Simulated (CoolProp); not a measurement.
A closed Brayton cycle with dry air: compressor inlet 307.15 K and 4.4 MPa, high pressure 12.3 MPa, turbine inlet 685 K, compressor efficiency 0.89, turbine efficiency 0.85, recuperator effectiveness 0.8 (on enthalpy, no pinch check). Each further row changes one setting.

Computed with CoolProp (reference Helmholtz-energy equation of state, Lemmon 2000). It is a pseudo-pure fit of the blend.

| case | thermal efficiency (%) | net work (kJ/kg) | compressor to turbine work | compressor exit (K) | turbine exit (K) |
|---|---|---|---|---|---|
| as stated | 18.4 | 33.8 | 0.78 | 426.5 | 542.0 |
| turbine inlet 635 K | 13.6 | 22.3 | 0.84 | 426.5 | 501.0 |
| compressor inlet 317.15 K | 16.4 | 29.6 | 0.81 | 440.1 | 542.0 |
| high pressure 10.5 MPa | 19.8 | 33.9 | 0.75 | 405.8 | 561.8 |
| recuperator effectiveness 0.5 | 15.4 | 33.8 | 0.78 | 426.5 | 542.0 |
